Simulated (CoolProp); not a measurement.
20 sccm (0 °C, 1 atm) of nitrogen bubbles through liquid p-xylene at 364.6 K and leaves saturated at a total pressure of 0.15 MPa (ideal gas phase). Each further row changes one setting.

Values from CoolProp's reference Helmholtz-energy equation of state, Zhou 2012.

| case | vapour pressure (kPa) | mole fraction of vapour | delivery (mg/min) | delivery (sccm) | change of delivery for a bath 1 K warmer (%) |
|---|---|---|---|---|---|
| as stated | 23.9 | 0.159 | ___ | 3.78 | 4.3 |
| bath temperature 369.6 K | ___ | ___ | 22.2 | 4.68 | 4.3 |
| total pressure 0.3 MPa | 23.9 | ___ | ___ | 1.73 | ___ |

### Question
Complete the blanks.

### Answer

- as stated, delivery (mg/min): 17.9
- bath temperature 369.6 K, vapour pressure (kPa): 28.4
- bath temperature 369.6 K, mole fraction of vapour: 0.190
- total pressure 0.3 MPa, mole fraction of vapour: 0.0796
- total pressure 0.3 MPa, delivery (mg/min): 8.19
- total pressure 0.3 MPa, change of delivery for a bath 1 K warmer (%): 3.9
